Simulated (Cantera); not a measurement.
A perfectly stirred reactor is fed with CH₄ : C₂H₆ : C₃H₈ : O₂ : N₂ = 1 : 0.52 : 0.12 : 2.46 : 9.23 (molar parts), at 150000 Pa; it is adiabatic with a 400 K inlet, and is followed from long to short residence time, starting on the burning branch (τ in s: 0.025, 0.012, 0.0061, 0.003, 0.0015, 0.00074, 0.00036, 0.00018, 8.8e-05, 4.4e-05, 2.1e-05).

Detailed kinetics in Cantera: GRI-Mech 3.0 (53 species, 325 reactions).

Problem. What does this change do: N2 9.23 to 14 parts?

Solution. 
```csv
quantity,before,after
"blow-out, bracketed by the residence times tried","burning at 1.50 ms, out at 0.740 ms","burning at 12.0 ms, out at 6.10 ms"
x(CH₄) at τ = 25.0 ms,0.00745,0.0111
x(C₂H₆) at τ = 25.0 ms,2.49e-5,0.000276
x(C₃H₈) at τ = 25.0 ms,1.17e-6,1.45e-5
x(CH₂CO) at τ = 25.0 ms,6.26e-5,0.000265
x(NO₂) at τ = 25.0 ms,8.66e-11,3.19e-11
x(CH₄) at τ = 0.740 ms,0.0750,0.0552
x(C₂H₆) at τ = 0.740 ms,0.0390,0.0287
x(C₃H₈) at τ = 0.740 ms,0.00900,0.00663
x(CH₂CO) at τ = 0.740 ms,<1e-12,<1e-12
x(NO₂) at τ = 0.740 ms,<1e-12,<1e-12
```
